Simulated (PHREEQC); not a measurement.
A solution holds 6.6 mmol/kgw NaHCO3 and 9.8 mmol/kgw NaOH, at 25 °C. Closed to the air; pH follows from the charge balance.

All values are PHREEQC results (Pitzer model, pitzer.dat), not measurements.

Precipitation was switched off in this run.

Task: Estimate the pH, osmotic coefficient.

Result: pH 11.47; osmotic coefficient 0.924.

Task: In which forms is C present?

Result: CO3-2 96 %, HCO3- 4.2 % of the C.
